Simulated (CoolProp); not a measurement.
Properties of R1234ze(E) along the isobar 4.66 MPa.

The numbers come from the reference Helmholtz-energy equation of state, Thol 2016 in CoolProp.

```csv
T (K),phase,cp (kJ/(kg K)),speed of sound (m/s),Joule-Thomson coefficient (K/MPa),viscosity (µPa s),conductivity (mW/(m K))
204.6,liquid,1.220,971.6,-0.3735,775,112
222.5,liquid,1.233,892.5,-0.3535,559,105
240.5,liquid,1.252,815.1,-0.3256,423,97.6
258.4,liquid,1.276,739.7,-0.2879,331,90.9
276.4,liquid,1.306,665.0,-0.2368,264,84.5
294.3,liquid,1.344,591.6,-0.1668,213,78.4
312.3,liquid,1.393,517.9,-0.06505,173,72.6
330.2,liquid,1.457,442.9,0.09116,141,67.1
348.2,liquid,1.554,363.1,0.3601,113,61.8
366.1,liquid,1.732,276.4,0.9161,88.9,56.7
384.1,supercritical,2.348,174.2,2.784,65.0,51.3
402,supercritical,3.234,104.4,11.68,27.9,40.9
420,supercritical,1.744,125.3,9.629,22.4,33.8
```

The peak of cp marks the crossing from liquid-like to gas-like fluid above the critical point.

Viscosity comes from a separate model (Bell 2016), an estimate that may be off by 10 % or more. Thermal conductivity comes from a separate model (Perkins 2011).
